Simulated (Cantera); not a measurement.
Source: NASA polynomial tables (part measured, part estimated), evaluated in Cantera. Values are per mole of reaction as written; species without (g) are pure solids or liquids, kept so even where they would boil at 1 bar.

Problem. Between 1075 and 2675 K, where is each reaction favourable under standard conditions?
- FeCl2(g) + 2 H(g) = Fe + 2 HCl(g)

Solution. 
- FeCl2(g) + 2 H(g) = Fe + 2 HCl(g): ΔG° is -335 kJ at 1075 K and -124 kJ at 2675 K; it stays negative (K > 1). ΔH° is -459 kJ and ΔS° -125 J/K at 2675 K.
